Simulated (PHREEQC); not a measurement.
A column of 0.2 m (40 cells, dispersivity 0.007 m, 60 s a shift, diffusion coefficient 3e-10 m²/s) holds 0.094 eq of the database's cation exchanger X per kg of pore water, first in equilibrium with 61 mmol/kgw LiCl and 0.01 mmol/kgw HCl. It is flushed with 0.07 mol/kgw CdCl2, 0.011 mol/kgw NaCl and 1e-05 mol/kgw HCl, at 15 °C. Values are for the last cell. No CO2 enters from the air. Nothing may precipitate in this run.

The series has 33 steps of pore volumes, from 0 to 4.013.

Model: ion-association model, phreeqc.dat, run in PHREEQC.

### Question
After how many pore volumes does Cd at the outlet first reach half of its feed value?

### Answer
By 1.6 pore volumes.

### Question
After how many pore volumes does Na at the outlet first reach half of its feed value?

### Answer
By 1.4 pore volumes.
